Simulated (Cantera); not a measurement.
A perfectly stirred reactor is fed with CH4 : N2 = 1 : 27 (molar parts), at 7500 Pa; it is held at 1425 K, and followed from long to short residence time.

Computed with Cantera and GRI-Mech 3.0 (53 species, 325 reactions). GRI-Mech 3.0 stops at C3 and has no aromatics, soot or wall deposition, so with more carbon than oxygen in the feed, carbon stays in small species such as C2H2 where larger ones or solid carbon would form.

x: mole fraction; the columns are a selection and need not sum to one.

| τ (s) | x CH4 | x C2H4 | x H2 | x CH2 | x CH3 | x C2H2 |
|---|---|---|---|---|---|---|
| 12 | 0.0249 | 0.000185 | 0.0155 | 2.29e-9 | 3.98e-5 | 0.00502 |
| 3.2 | ? | ? | ? | 3.30e-9 | ? | ? |
| 0.83 | 0.0342 | ? | ? | 3.54e-9 | ? | ? |
| 0.22 | 0.0355 | 6.28e-5 | 0.000207 | 1.60e-9 | 3.99e-5 | 1.60e-5 |
| 0.057 | 0.0357 | 3.06e-6 | 1.65e-5 | 2.70e-10 | 1.62e-5 | 1.53e-7 |
| 0.015 | 0.0357 | 8.00e-8 | 2.78e-6 | 2.72e-11 | 5.04e-6 | 9.03e-10 |
| 0.0038 | 0.0357 | 1.39e-9 | 6.63e-7 | 2.03e-12 | 1.32e-6 | 3.76e-12 |
| 0.0010 | 0.0357 | 2.47e-11 | 1.71e-7 | <1e-12 | 3.46e-7 | <1e-12 |
| 0.00026 | 0.0357 | <1e-12 | 4.16e-8 | <1e-12 | 8.71e-8 | <1e-12 |

Question: Some entries are withheld; supply them.

Answer: 
- 3.2, x CH4: 0.0308
- 3.2, x C2H4: 0.000333
- 3.2, x H2: 0.00672
- 3.2, x CH3: 5.36e-5
- 3.2, x C2H2: 0.00200
- 0.83, x C2H4: 0.000301
- 0.83, x H2: 0.00181
- 0.83, x CH3: 5.89e-5
- 0.83, x C2H2: 0.000383
